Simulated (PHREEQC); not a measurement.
A solution holds 0.0028 mol Na2SO4 and 0.0022 mol Zn(NO3)2 per kg of water, at 33 °C. Closed to the air; pH follows from the charge balance.

The numbers come from PHREEQC with the ion-association model, phreeqc.dat.

Q: The ionic strength comes out as 0.0132 mol/kgw. What activity coefficients do ZnOH+, Zn+2, Na+, NaSO4-, SO4-2 get?

A: ZnOH+ 0.89, Zn+2 0.63, Na+ 0.89, NaSO4- 0.89, SO4-2 0.63.

Precipitation was switched off in this run.
